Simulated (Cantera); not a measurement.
Feed: 1 mol SiHCl₃, 0.7 mol Cl₂, 71 mol H₂, equilibrated at 100 Torr.

These are equilibrium values from Cantera (NASA tables, ideal gas, pure condensed phases), not measurements of a reactor. Candidate condensed phases: Si; 19 gas species. The tables' values for SiCl₃ are old estimates; treat these amounts as uncertain. The numbers say what is thermodynamically allowed, not how fast it happens.

x: gas mole fraction; n: condensed amount in mol.

```tsv
T (K)	x H₂	x HCl	x SiCl₄	x SiCl₂	n Si(s)
873	0.978	0.00838	0.0109	?	0
923	0.977	0.00949	0.00991	?	0
973	0.975	0.0108	0.00880	?	0
1023	0.974	0.0126	0.00765	?	0.00742
1073	0.970	0.0177	0.00652	?	0.0981
1123	0.965	0.0237	0.00515	?	0.197
1173	0.960	0.0298	0.00366	?	0.292
1223	0.956	0.0355	0.00228	?	0.372
1273	0.952	0.0398	0.00124	?	0.428
1323	0.950	0.0425	0.000599	?	0.460
1373	0.949	0.0439	0.000273	0.00585	0.472
1423	0.948	0.0446	0.000123	0.00631	0.474
1473	0.948	0.0448	5.67e-5	0.00665	0.470
```

Task: What belongs in the gaps?

Result: 
- 873, x SiCl₂: 2.19e-6
- 923, x SiCl₂: 1.46e-5
- 973, x SiCl₂: 7.46e-5
- 1023, x SiCl₂: 0.000288
- 1073, x SiCl₂: 0.000630
- 1123, x SiCl₂: 0.00122
- 1173, x SiCl₂: 0.00211
- 1223, x SiCl₂: 0.00320
- 1273, x SiCl₂: 0.00429
- 1323, x SiCl₂: 0.00520
